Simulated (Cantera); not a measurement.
A closed system holds: 1 mol Fe(CO)₅, 0.02 mol O₂, 3.5 mol H₂, held at 1277 °C and 1.40 mbar.

Cantera equilibrium calculation (NASA polynomials, part measured and part estimated; ideal gas, pure solids and liquids). Rates play no part.

```json
[
 {"species": "CO", "before": "0.586", "after": "0.967"},
 {"species": "H₂", "before": "0.408", "after": "0.0247"},
 {"species": "CO₂", "before": "0.00160", "after": "0.00727"},
 {"species": "Fe", "before": "0.000299", "after": "0.000299"},
 {"species": "H₂O", "before": "0.00311", "after": "0.000521"},
 {"species": "H", "before": "0.000538", "after": "0.000132"},
 {"species": "Fe(γ), mol", "before": "0.997", "after": "0.998"}
]
```
Gas species are given as mole fractions.

**Question.** Name the change that produced these shifts.
A. 0.4 mol CO₂ added
B. temperature from 1277 °C to 1052 °C
C. temperature from 1277 °C to 552 °C
D. H₂ from 3.5 to 0.13 mol

**Answer.** D, H₂ from 3.5 to 0.13 mol
